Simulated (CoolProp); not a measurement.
Model: reference Helmholtz-energy equation of state, Gao 2022, in CoolProp.

**Question.** For n-perfluorohexane, give the phase and the Joule-Thomson coefficient (K/MPa) at 450 K and 109 kPa; 450 K and 435 kPa.

**Answer.** 
- 450 K and 109 kPa: gas; Joule-Thomson coefficient 8.02
- 450 K and 435 kPa: gas; Joule-Thomson coefficient 9.05
